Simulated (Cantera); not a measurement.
A closed system holds: 1 mol Ta(OEt)5, 0.019 mol O2, at 1.00 bar.

Cantera equilibrium calculation (NASA polynomials, part measured and part estimated; ideal gas, pure solids and liquids). Candidate condensed phases: C, C6H6, C7H8, C8H18, H2O, Ta, TaC, Ta2O5; 113 gas species. The feed counts by its element totals alone. TaC: taken at fixed stoichiometry. Condensed phases not in the tables: Ta2C. Rates play no part. All values below are at 2775 K.

Base state: H2 0.641, CO 0.279, H 0.0599, C2H2 (acetylene) 0.0197, C4H2 0.000251, C2H 0.000222, CH3 6.54e-5, CH4 4.16e-5 (mole fractions); condensed: C(graphite) + TaC(s).

Q: What changes in the equilibrium state with this change: O2 from 0.019 to 2.1 mol?

A: 
```csv
species,before,after
H2,0.641,0.533
CO,0.279,0.411
H,0.0599,0.0546
C2H2 (acetylene),0.0197,8.29e-8
TaO,1.20e-9,0.000348
C4H2,0.000251,<1e-9
C2H,0.000222,1.03e-9
TaO2,<1e-9,0.000215
"C(graphite), mol",3.22,0
"TaC(s), mol",1.00,0.850
"Ta(s), mol",0,0.137
```
Mutual solubility and eutectic melting of coexisting phases are not modelled. Condensed phases not in the tables: Ta2C, N, O or C dissolved in the metal.
